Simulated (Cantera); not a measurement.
Cantera run, input and output.

```python
import numpy as np
import cantera as ct

gas = ct.Solution("gri30.yaml")


def delay(T, t_max=10):
    gas.TPX = T, 101325, {'H2': 1, 'O2': 0.667, 'N2': 2.51}
    reactor = ct.IdealGasReactor(gas, clone=False)
    net = ct.ReactorNet([reactor])
    net.rtol, net.atol = 1e-8, 1e-16
    while net.time < t_max:
        t_old, T_old = net.time, reactor.T
        net.step()
        if reactor.T > T + 400:  # ignition: a rise of 400 K
            return t_old + (T + 400 - T_old) / (reactor.T - T_old) * (net.time - t_old)
    return np.nan


taus = []
for T in [1175, 1275, 1375, 1475, 1575, 1675, 1775, 1875, 1975]:
    taus.append(delay(T))
    print(f"T0 = {T:6g} K   tau = {taus[-1]:.4e} s")
```

Result:

```
T0 =   1175 K   tau = 5.1281e-05 s
T0 =   1275 K   tau = 3.1329e-05 s
T0 =   1375 K   tau = 2.1879e-05 s
T0 =   1475 K   tau = 1.7010e-05 s
T0 =   1575 K   tau = 1.4541e-05 s
T0 =   1675 K   tau = 1.3510e-05 s
T0 =   1775 K   tau = 1.3444e-05 s
T0 =   1875 K   tau = 1.4095e-05 s
T0 =   1975 K   tau = 1.5331e-05 s
```

Cantera simulation using GRI-Mech 3.0 (53 species, 325 reactions); the numbers are that mechanism's predictions, not measurements. Where the delays flatten at high temperature, the 400 K rule measures the pace of heat release, not the induction time.
